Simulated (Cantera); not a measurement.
Cantera run:

```python
import numpy as np
import cantera as ct

gas_names = [...]  # 47 gases of nasa_gas.yaml made of Cl, H, N, O, Si
cond_names = """
    H2O(s) H2O(L) NH4CL(a) NH4CL(b) Si(cr) Si(L) SiO2(Lqz) SiO2(hqz) SiO2(L) Si2N2O(s) Si3N4(a)
""".split()


# ... load() reads the species with a 1 bar reference pressure and builds the phases ...
atoms = {
    'Si': {'Si': 1},
    'HCl': {'H': 1, 'CL': 1},
    'N2': {'N': 2},
    'H2O': {'H': 2, 'O': 1},
}
top_T = {'Si2N2O(s)': 2100, 'Si3N4(a)': 2400}  # K; cautious upper limits of use, not melting points


# ... equilibrate(T, P, feed) seeds the gas with the atoms and calls Mixture.equilibrate('TP', solver="vcs", rtol=1e-11, max_steps=5000) ...
results = []
feed = {'Si': 1, 'HCl': 0.98, 'N2': 1.2, 'H2O': 0.44}  # mol
T = 923.15  # K
P = 3200  # Pa
mix = equilibrate(T, P, feed)
results.append((T, P, feed, dict(zip(mix.species_names, mix.species_moles))))
x = sorted(zip(gas.X, gas.species_names), reverse=True)
print(f"T = {T:g} K  P = {P:g} Pa  gas = {mix.phase_moles(0):.4g} mol")
print("   x: " + "  ".join(f"{s} {v:.3e}" for v, s in x if v > 1e-05))
print("   condensed (mol): " + ("  ".join(f"{mix.phase(i).name} {mix.phase_moles(i):.4g}"
      for i in range(1, mix.n_phases) if mix.phase_moles(i) > 1e-12) or "none"))
```

Output:

```
T = 923.15 K  P = 3200 Pa  gas = 2.075 mol
   x: N2 3.523e-01  HCL 3.252e-01  H2 2.857e-01  SiCL4 3.672e-02  SiHCL3 1.151e-04
   condensed (mol): Si2N2O(s) 0.44  Si3N4(a) 0.01453
```

These are equilibrium values from Cantera (NASA tables, ideal gas, pure condensed phases), not measurements of a reactor. N2 is the only nitrogen source here; it is nearly inert below about 1500 K, so the nitride shown seldom forms there in practice.
